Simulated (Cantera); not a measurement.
An isothermal, constant-pressure homogeneous reactor starts with H₂ : O₂ : N₂ = 0.14 : 1 : 0.13 (molar parts), equivalence ratio 0.070, at 1473 K and 0.00120 bar. Integrator tolerance rtol = 1e-08.

Computed with Cantera and the H2/O2 subset of GRI-Mech 3.0, which has no nitrogen chemistry. Radical loss at walls, strong at low pressure, is not modelled. The temperature is held fixed by assumption; the heat of reaction is taken as removed at once.

Question: What does this change do: pressure from 0.00120 bar to 0.0260 bar?

Answer: 
```
quantity                                            before                                      after
---------------  -----------------------------------------  -----------------------------------------
x(H₂) at 200 s     9.48e-6 (gas-phase equilibrium 5.03e-6)    1.08e-6 (gas-phase equilibrium 1.08e-6)
x(O₂) at 200 s         0.775 (gas-phase equilibrium 0.775)        0.775 (gas-phase equilibrium 0.775)
x(OH) at 200 s   0.000681 (gas-phase equilibrium 0.000496)  0.000230 (gas-phase equilibrium 0.000230)
x(H₂O) at 200 s        0.116 (gas-phase equilibrium 0.116)        0.117 (gas-phase equilibrium 0.117)
x(O) at 200 s     0.000134 (gas-phase equilibrium 7.14e-5)    1.53e-5 (gas-phase equilibrium 1.53e-5)
x(H) at 200 s      2.13e-6 (gas-phase equilibrium 8.25e-7)    8.22e-8 (gas-phase equilibrium 8.22e-8)
```
